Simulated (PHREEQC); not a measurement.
## Leach liquor: speciation

A solution holds 53 mmol/kgw HCl, 85 mmol/kgw Al2(SO4)3 and 5.7 mmol/kgw MnSO4, at 90 °C. Closed to the air; pH follows from the charge balance.

Computed with PHREEQC (ion-association model, phreeqc.dat).

This is a speciation only: nothing precipitates in the calculation.

Estimate the pH.

pH 2.10.

In which forms is Al present?

AlSO4+ 68 %, Al(SO4)2- 20 %, Al+3 12 % of the Al.

Complexes and solids missing from the database can't appear. Constants without temperature data keep their 25 °C values here.
